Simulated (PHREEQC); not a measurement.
PHREEQC input (Pitzer model, pitzer.dat):

```
SOLUTION 1
  temp 25
  units mol/kgw
  pH 7 charge
  Cl 0.078
  K 0.029
  S(6) 0.018
  Mg 0.018
  Li 0.049
END
USE solution 1
INCREMENTAL_REACTIONS false
REACTION 1
  H2O -1
  0 9.886 18.011 24.689 30.178 34.689 38.397 41.444
  43.949 46.007 47.699 49.089 50.232 51.172 51.944 52.578
  53.1 53.528 53.88 moles
EQUILIBRIUM_PHASES 1
  Arcanite 0 0
  Bischofite 0 0
  Brucite 0 0
  Carnallite 0 0
  Epsomite 0 0
  Hexahydrite 0 0
  Kainite 0 0
  Kieserite 0 0
  Leonite 0 0
  Misenite 0 0
  Schoenite 0 0
  Sylvite 0 0
  MgCl2_4H2O 0 0
SELECTED_OUTPUT 1
  -reset false
  -pH true
  -pe true
  -ionic_strength true
  -water true
  -activities H2O
  -totals Cl K Li Mg S
  -molalities H+ Li+ K+ Mg+2 Cl- SO4-2 OH- HSO4- MgOH+
  -equilibrium_phases Arcanite Bischofite Brucite Carnallite Epsomite Hexahydrite Kainite Kieserite Leonite Misenite
    Schoenite Sylvite MgCl2_4H2O
PRINT
  -reset false
END
```

Selected output (columns that matter, 13 of 19 rows; water left (kg) added in front):

```
water left (kg)	pH	mu	Cl	K	Li	Mg	S	m_H+	m_Li+	m_K+	m_Mg+2	m_Cl-	m_SO4-2	la_H2O
1	6.9401	0.15	0.078	0.029	0.049	0.018	0.018	1.5016e-07	0.049	0.029	0.018	0.078	0.018	-0.001321
0.675514	6.9265	0.22205	0.11547	0.04293	0.072537	0.026646	0.026646	1.5887e-07	0.072537	0.04293	0.026646	0.11547	0.026646	-0.0019393
0.555203	6.9184	0.27017	0.14049	0.052233	0.088256	0.032421	0.032421	1.6362e-07	0.088256	0.052233	0.03242	0.14049	0.03242	-0.0023519
0.456313	6.9092	0.32872	0.17094	0.063553	0.10738	0.039447	0.039447	1.6865e-07	0.10738	0.063553	0.039446	0.17094	0.039446	-0.0028546
0.30824	6.8863	0.48663	0.25305	0.094083	0.15897	0.058396	0.058396	1.7959e-07	0.15897	0.094083	0.058396	0.25305	0.058396	-0.0042179
0.208215	6.8547	0.72041	0.37461	0.13928	0.23533	0.086449	0.086449	1.9181e-07	0.23533	0.13928	0.086449	0.37461	0.086449	-0.0062674
0.171138	6.8341	0.87649	0.45577	0.16945	0.28632	0.10518	0.10518	1.9843e-07	0.28632	0.16945	0.10518	0.45577	0.10518	-0.0076616
0.140655	6.8094	1.0664	0.55455	0.20618	0.34837	0.12797	0.12797	2.0541e-07	0.34837	0.20618	0.12797	0.55455	0.12797	-0.0093906
0.0950203	6.7427	1.5786	0.82088	0.3052	0.51568	0.18943	0.18943	2.2027e-07	0.51568	0.3052	0.18943	0.82088	0.18943	-0.014255
0.0641769	6.6423	2.3373	1.2154	0.45188	0.76351	0.28047	0.28047	2.355e-07	0.76351	0.45188	0.28047	1.2154	0.28047	-0.022097
0.0527548	6.5741	2.8433	1.4785	0.54971	0.92883	0.3412	0.3412	2.4234e-07	0.92883	0.54971	0.3412	1.4785	0.3412	-0.027809
0.0433504	6.4899	3.4602	1.7993	0.66897	1.1303	0.41522	0.41522	2.4762e-07	1.1303	0.66897	0.41522	1.7993	0.41522	-0.035341
0.0292979	6.2607	5.1198	2.6623	0.98983	1.6725	0.61438	0.61438	2.4654e-07	1.6725	0.98983	0.61438	2.6623	0.61438	-0.059
```

Species that the database lacks are ignored.
